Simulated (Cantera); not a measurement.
A perfectly stirred reactor is fed with CH₄ : H₂ : H = 0.033 : 1 : 0.088 (molar parts), at 9.00 Torr; it is held at 1675 K, and followed from long to short residence time.

Cantera simulation using GRI-Mech 3.0 (53 species, 325 reactions); the numbers are that mechanism's predictions, not measurements. GRI-Mech 3.0 stops at C3 and has no aromatics, soot or wall deposition, so with more carbon than oxygen in the feed, carbon stays in small species such as C2H2 where larger ones or solid carbon would form. Radical loss at walls, strong at low pressure, is not modelled.

What does this change do: H 0.088 to 0.042 parts?


| quantity | before | after |
|---|---|---|
| x(CH₄) at τ = 4.70 s | 0.00435 | 0.00667 |
| x(H₂) at τ = 4.70 s | 0.980 | 0.979 |
| x(H) at τ = 4.70 s | 0.00300 | 0.00187 |
| x(C₂H₄) at τ = 4.70 s | 1.26e-5 | 1.54e-5 |
| x(C₂H₆) at τ = 4.70 s | 2.25e-7 | 3.25e-7 |
| x(CH₄) at τ = 32.0 ms | 0.00552 | 0.0143 |
| x(H₂) at τ = 32.0 ms | 0.962 | 0.968 |
| x(H) at τ = 32.0 ms | 0.0189 | 0.00837 |
| x(C₂H₄) at τ = 32.0 ms | 5.75e-5 | 0.000124 |
| x(C₂H₆) at τ = 32.0 ms | 1.97e-6 | 6.26e-6 |

What does this change do: 0.088 parts H2O added?


```
quantity                 before    after
----------------------  -------  -------
x(CH₄) at τ = 4.70 s    0.00435  0.00427
x(H₂) at τ = 4.70 s       0.980    0.913
x(H) at τ = 4.70 s      0.00300  0.00266
x(C₂H₄) at τ = 4.70 s   1.26e-5  8.79e-6
x(C₂H₆) at τ = 4.70 s   2.25e-7  2.23e-7
x(CH₄) at τ = 32.0 ms   0.00552  0.00539
x(H₂) at τ = 32.0 ms      0.962    0.895
x(H) at τ = 32.0 ms      0.0189   0.0162
x(C₂H₄) at τ = 32.0 ms  5.75e-5  5.45e-5
x(C₂H₆) at τ = 32.0 ms  1.97e-6  2.00e-6
```
